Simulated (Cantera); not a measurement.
An adiabatic, constant-pressure homogeneous reactor starts with 15.6 % H2, 17.8 % O2, 66.6 % N2, at 1500 K and 0.780 bar.

Cantera simulation using GRI-Mech 3.0 (53 species, 325 reactions); the numbers are that mechanism's predictions, not measurements.

x: mole fraction; the columns are a selection and need not sum to one.

```csv
t (s),T (K),x H2,x O2,x H2O,x NO2,x N2O,x NO
3.00e-6,1500,0.156,0.178,9.80e-7,<1e-12,<1e-12,<1e-12
1.03e-5,1500,0.155,0.178,0.000459,<1e-12,8.88e-11,9.15e-12
3.54e-5,1849,0.0163,0.0990,0.117,3.15e-9,?,1.89e-5
0.000122,2233,0.00964,0.0992,0.139,1.73e-8,?,7.40e-5
0.000418,2445,0.00360,0.102,0.155,1.44e-7,?,0.000287
0.00144,2468,0.00285,0.103,0.157,5.19e-7,5.70e-7,0.000917
0.00493,2466,0.00282,0.102,0.157,1.64e-6,5.71e-7,0.00290
0.0169,2458,0.00275,0.0995,0.157,4.45e-6,5.90e-7,0.00789
0.0582,2450,0.00268,0.0972,0.158,7.32e-6,6.27e-7,0.0130
0.200,2449,0.00268,0.0969,0.158,7.64e-6,6.32e-7,0.0136
```

Fill in the missing entries.


- 3.54e-5, x N2O: 1.34e-7
- 0.000122, x N2O: 2.33e-7
- 0.000418, x N2O: 5.07e-7
